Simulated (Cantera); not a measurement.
What does this Cantera script print?

```python
import numpy as np
import cantera as ct

gas_names = """
    H HI HNO HNO2 HNO3 HO2 H2 H2O H2O2 I I2 N NH NH2 NH3 NH2OH NO NO2 NO3 N2 N2H2 N2H4 N2O O OH O2 O3
""".split()
cond_names = """
    H2O(s) H2O(L) I2(cr) I2(L)
""".split()


# ... load() reads the species with a 1 bar reference pressure and builds the phases ...
atoms = {
    'HI': {'H': 1, 'I': 1},
    'O2': {'O': 2},
    'N2': {'N': 2},
}
top_T = {}  # K; cautious upper limits of use, not melting points


# ... equilibrate(T, P, feed) seeds the gas with the atoms and calls Mixture.equilibrate('TP', solver="vcs", rtol=1e-11, max_steps=5000) ...
results = []
feed = {'HI': 1, 'O2': 0.82, 'N2': 1.6}  # mol
P = 1000000  # Pa
for T in [2548, 2623, 2698, 2773, 2848, 2923, 2998]:
    mix = equilibrate(T, P, feed)
    results.append((T, P, feed, dict(zip(mix.species_names, mix.species_moles))))

top = {s: max(r[3][s] / sum(r[3][g] for g in gas_names) for r in results) for s in gas_names}
cols = sorted((s for s in top if top[s] > 1e-06), key=lambda s: -top[s])[:6]
seen = [c for c in cond_names if any(r[3].get(c, 0) > 1e-12 for r in results)]
print("log10 of partial pressures in bar; condensed amounts in mol")
print(f"{'T/K':>10s}" + "".join(f"{s[:9]:>10s}" for s in cols + seen))
for T, P, feed, n in results:
    ng = sum(n[g] for g in gas_names)
    print(f"{T:10.4g}" + "".join(f"{np.log10(max(n[s] / ng * P / 1e5, 1e-99)):10.3f}" for s in cols)
          + "".join(f"{n.get(c, 0):10.4g}" for c in seen))
```

Result:

```
log10 of partial pressures in bar; condensed amounts in mol
       T/K        N2         I        O2       H2O        OH        NO
      2548     0.632     0.419     0.163     0.107    -1.012    -0.814
      2623     0.630     0.420     0.157     0.101    -0.921    -0.765
      2698     0.628     0.420     0.151     0.093    -0.837    -0.719
      2773     0.626     0.419     0.143     0.084    -0.759    -0.676
      2848     0.624     0.419     0.135     0.074    -0.686    -0.636
      2923     0.621     0.418     0.125     0.061    -0.618    -0.599
      2998     0.619     0.416     0.115     0.047    -0.556    -0.565
```

Cantera equilibrium calculation (NASA polynomials, part measured and part estimated; ideal gas, pure solids and liquids).
